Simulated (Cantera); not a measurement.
An isothermal plug-flow reactor at 1025 K and 1.48 atm (inlet), inlet velocity 0.11 m/s, active area per volume 430 1/m; feed 0.310 % CH4, 6.55 % O2, 90.8 % N2, 2.30 % H2O.

Detailed kinetics in Cantera: Deutschmann's 1995 Pt surface mechanism with GRI-Mech 3.0 gas chemistry. Catalytic surfaces can have several steady states; this one follows from the mechanism file's or the stated starting coverage. Mass transfer to the wall is taken as infinitely fast.

x: gas mole fraction; θ: surface coverage.

```json
[
 {"z (m)": "4.1e-05", "x CH4": "0.00306", "x O2": "0.0654", "x H2O": "0.0231", "x CO2": "4.50e-5", "x CO": "1.65e-6", "θ free Pt": "0.225", "θ O*": "0.772", "θ OH*": "0.00321"},
 {"z (m)": "6.8e-05", "x CH4": "0.00303", "x O2": "0.0654", "x H2O": "0.0232", "x CO2": "7.52e-5", "x CO": "1.73e-6", "θ free Pt": "0.225", "θ O*": "0.772", "θ OH*": "0.00321"},
 {"z (m)": "0.00011", "x CH4": "0.00298", "x O2": "0.0653", "x H2O": "0.0232", "x CO2": "0.000122", "x CO": "1.72e-6", "θ free Pt": "0.225", "θ O*": "0.772", "θ OH*": "0.00322"},
 {"z (m)": "0.00019", "x CH4": "0.00289", "x O2": "0.0651", "x H2O": "0.0234", "x CO2": "0.000209", "x CO": "1.67e-6", "θ free Pt": "0.225", "θ O*": "0.772", "θ OH*": "0.00323"},
 {"z (m)": "0.00032", "x CH4": "0.00275", "x O2": "0.0648", "x H2O": "0.0237", "x CO2": "…", "x CO": "1.60e-6", "θ free Pt": "0.225", "θ O*": "0.771", "θ OH*": "0.00325"},
 {"z (m)": "0.00053", "x CH4": "0.00254", "x O2": "0.0644", "x H2O": "0.0241", "x CO2": "0.000551", "x CO": "1.48e-6", "θ free Pt": "0.226", "θ O*": "0.771", "θ OH*": "0.00328"},
 {"z (m)": "0.00088", "x CH4": "…", "x O2": "0.0638", "x H2O": "0.0247", "x CO2": "…", "x CO": "…", "θ free Pt": "0.226", "θ O*": "0.771", "θ OH*": "0.00332"},
 {"z (m)": "0.0015", "x CH4": "0.00175", "x O2": "0.0629", "x H2O": "0.0257", "x CO2": "0.00132", "x CO": "1.04e-6", "θ free Pt": "0.226", "θ O*": "0.770", "θ OH*": "0.00339"},
 {"z (m)": "0.0025", "x CH4": "0.00118", "x O2": "0.0618", "x H2O": "0.0268", "x CO2": "0.00187", "x CO": "7.29e-7", "θ free Pt": "0.227", "θ O*": "0.769", "θ OH*": "0.00346"},
 {"z (m)": "0.0041", "x CH4": "0.000627", "x O2": "0.0607", "x H2O": "0.0279", "x CO2": "0.00241", "x CO": "4.48e-7", "θ free Pt": "0.228", "θ O*": "0.769", "θ OH*": "0.00354"}
]
```

**Question.** Some entries are withheld; supply them.

**Answer.** 
- 0.00032, x CO2: 0.000345
- 0.00088, x CH4: 0.00222
- 0.00088, x CO2: 0.000861
- 0.00088, x CO: 1.30e-6
